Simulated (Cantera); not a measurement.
Source: NASA polynomial tables (part measured, part estimated), evaluated in Cantera. Values are per mole of reaction as written; species without (g) are pure solids or liquids, kept so even where they would boil at 1 bar.

Task: Between 1573 and 2023 K, where is each reaction favourable under standard conditions?
- KOH(g) ⇌ K(g) + OH(g)

Result: 
- KOH(g) ⇌ K(g) + OH(g): ΔG° is 194 kJ at 1573 K and 147 kJ at 2023 K; it stays positive (K < 1). ΔH° is 356 kJ and ΔS° 104 J/K at 2023 K.
